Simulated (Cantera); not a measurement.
**Premixed flame**

A freely propagating, adiabatic, planar premixed flame of H₂ : O₂ : N₂ = 1 : 0.192 : 0.723 (molar parts), unburnt at 550 K and 1.38 atm; multicomponent+Soret transport, grid criteria slope 0.08 and curve 0.16, no radiation.

Cantera simulation using the H2/O2 subset of GRI-Mech 3.0, which has no nitrogen chemistry; the numbers are that mechanism's predictions, not measurements. Burning velocities carry a grid error of a few per cent, more on coarse grids.

```csv
z (mm),T (K),u (m/s),x H₂,x O₂,x HO₂,x OH,x H,x H₂O
-0.876,550,6.85,0.522,0.100,<1e-8,<1e-8,<1e-8,<1e-8
-0.584,550,6.85,0.522,0.100,<1e-8,<1e-8,<1e-8,<1e-8
-0.438,550,6.85,0.522,0.100,<1e-8,<1e-8,<1e-8,<1e-8
-0.292,550,6.85,0.522,0.100,1.56e-6,<1e-8,6.32e-8,1.16e-6
-0.146,596,7.23,0.506,0.102,0.000330,0.000102,0.000333,0.00219
-0.0730,848,10.0,0.471,0.0941,0.000191,0.000506,0.00760,0.0260
0,1214,14.1,0.399,0.0600,8.06e-5,0.00129,0.0370,0.0970
0.0730,1457,16.9,0.331,0.0185,2.36e-5,0.00198,0.0650,0.177
0.146,1566,18.2,0.312,0.00388,4.74e-6,0.00194,0.0700,0.206
0.292,1665,19.2,0.314,0.000297,3.54e-7,0.00199,0.0619,0.214
0.584,1762,20.2,0.323,7.22e-5,9.91e-8,0.00195,0.0487,0.216
1.17,1856,21.2,0.333,4.01e-5,5.96e-8,0.00172,0.0352,0.217
2.34,1935,21.9,0.341,1.95e-5,3.21e-8,0.00133,0.0235,0.219
```
x: mole fraction of selected species; z is measured from the peak of heat release.

```
Item                        Result
------------------------  --------
laminar burning velocity  685 cm/s
thermal thickness         0.292 mm
peak x(HO₂)               0.000344
peak x(OH)                 0.00200
peak x(H)                   0.0702
grid points                    126
```
